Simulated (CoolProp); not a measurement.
The fluid at 385.3 K and 14.2 MPa (stagnation) flows isentropically through a choked orifice. The same conditions are run with several fluids, on thermodynamics alone (safety and materials aside).

The numbers come from the reference Helmholtz-energy equation of state of each fluid (ethane: Bücker 2006; hydrogen sulfide: Lemmon 2006; R404A: Lemmon 2003; carbonyl sulfide: Lemmon 2006; carbon monoxide: Lemmon 2006) in CoolProp. Blends and air are pseudo-pure fits.

Rank ethane, hydrogen sulfide, R404A, carbonyl sulfide, carbon monoxide by throat to inlet pressure ratio, highest first.

hydrogen sulfide (0.586), ethane (0.560), carbon monoxide (0.508), R404A (0.428), carbonyl sulfide (0.361)

```csv
fluid,mass flux (kg/(m² s)),throat temperature (K)
ethane,38700,349.6
hydrogen sulfide,73100,368.6
R404A,94000,364.3
carbonyl sulfide,110000,366.1
carbon monoxide,29200,315.9
```
